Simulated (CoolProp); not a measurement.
R134a along the isobar 3.15 MPa: Z from the reference equation and from simpler models built on Tc = 101.1 °C, pc = 4.059 MPa, ω = 0.327; each cubic takes its own stable root.

Model: reference Helmholtz-energy equation of state, Tillner-Roth 1994, in CoolProp.

```json
[
 {"T (°C)": "-29.05", "phase": "liquid", "reference": "0.1136", "van der Waals": "0.1965", "Redlich-Kwong": "0.1355", "Soave-Redlich-Kwong": "0.1298", "Peng-Robinson": "0.1150"},
 {"T (°C)": "-23.35", "phase": "liquid", "reference": "0.1124", "van der Waals": "[?]", "Redlich-Kwong": "0.1341", "Soave-Redlich-Kwong": "0.1284", "Peng-Robinson": "0.1137"},
 {"T (°C)": "-17.65", "phase": "liquid", "reference": "0.1113", "van der Waals": "0.1919", "Redlich-Kwong": "0.1330", "Soave-Redlich-Kwong": "0.1271", "Peng-Robinson": "0.1125"},
 {"T (°C)": "-11.95", "phase": "liquid", "reference": "0.1102", "van der Waals": "0.1899", "Redlich-Kwong": "0.1320", "Soave-Redlich-Kwong": "0.1259", "Peng-Robinson": "0.1115"},
 {"T (°C)": "-6.25", "phase": "liquid", "reference": "0.1093", "van der Waals": "0.1881", "Redlich-Kwong": "0.1311", "Soave-Redlich-Kwong": "0.1250", "Peng-Robinson": "[?]"},
 {"T (°C)": "-0.45", "phase": "liquid", "reference": "0.1085", "van der Waals": "0.1865", "Redlich-Kwong": "0.1304", "Soave-Redlich-Kwong": "0.1241", "Peng-Robinson": "0.1098"},
 {"T (°C)": "5.25", "phase": "liquid", "reference": "0.1077", "van der Waals": "0.1852", "Redlich-Kwong": "0.1299", "Soave-Redlich-Kwong": "0.1235", "Peng-Robinson": "0.1092"},
 {"T (°C)": "10.95", "phase": "liquid", "reference": "0.1071", "van der Waals": "0.1840", "Redlich-Kwong": "0.1296", "Soave-Redlich-Kwong": "0.1230", "Peng-Robinson": "0.1087"},
 {"T (°C)": "16.65", "phase": "liquid", "reference": "0.1067", "van der Waals": "0.1831", "Redlich-Kwong": "0.1295", "Soave-Redlich-Kwong": "0.1227", "Peng-Robinson": "0.1084"},
 {"T (°C)": "22.35", "phase": "liquid", "reference": "0.1063", "van der Waals": "[?]", "Redlich-Kwong": "0.1295", "Soave-Redlich-Kwong": "0.1227", "Peng-Robinson": "0.1083"},
 {"T (°C)": "28.15", "phase": "liquid", "reference": "0.1061", "van der Waals": "0.1821", "Redlich-Kwong": "0.1298", "Soave-Redlich-Kwong": "0.1228", "Peng-Robinson": "0.1084"}
]
```

Question: What belongs in the gaps?

Answer: 
- -23.35, van der Waals: 0.1941
- -6.25, Peng-Robinson: 0.1105
- 22.35, van der Waals: 0.1825
